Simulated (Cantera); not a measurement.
Carbon deposition, reforming and gasification: n-butane + H₂

Feed: 1 mol n-butane, 24 mol H₂, held at 22.0 bar.

These are equilibrium values from Cantera (NASA tables, ideal gas, pure condensed phases), not measurements of a reactor. Candidate condensed phases: C, C₆H₆, C₇H₈, C₈H₁₈; 86 gas species. Ions and electrons are included (thermal ionisation). The numbers say what is thermodynamically allowed, not how fast it happens.

At 2727 °C the condensed part is C(graphite). From 2977 °C to 4727 °C nothing is condensed. The main C-bearing gas is C₂H₂ (acetylene) at 2727 °C and C₂H at 4727 °C.

```tsv
T (°C)	x H₂	x H	x C₂H₂ (acetylene)	x C	x C₂H	x C₂	x C₃	x CH	n C(graphite)
2727	0.907	0.0321	0.0564	2.30e-6	0.000343	1.44e-6	1.42e-5	4.62e-6	0.374
2977	0.870	0.0639	0.0603	1.56e-5	0.00106	1.00e-5	7.11e-5	2.10e-5	0
3227	0.822	0.114	0.0569	7.67e-5	0.00249	4.80e-5	0.000244	7.24e-5	0
3477	0.753	0.185	0.0512	0.000301	0.00502	0.000182	0.000683	0.000206	0
3727	0.665	0.277	0.0425	0.000975	0.00866	0.000558	0.00157	0.000489	0
3977	0.561	0.384	0.0315	0.00264	0.0125	0.00138	0.00289	0.000982	0
4227	0.452	0.496	0.0202	0.00604	0.0150	0.00276	0.00419	0.00166	0
4477	0.347	0.602	0.0110	0.0118	0.0149	0.00448	0.00477	0.00241	0
4727	0.255	0.693	0.00518	0.0202	0.0123	0.00598	0.00431	0.00302	0
```
x: gas mole fraction; n: condensed amount in mol.
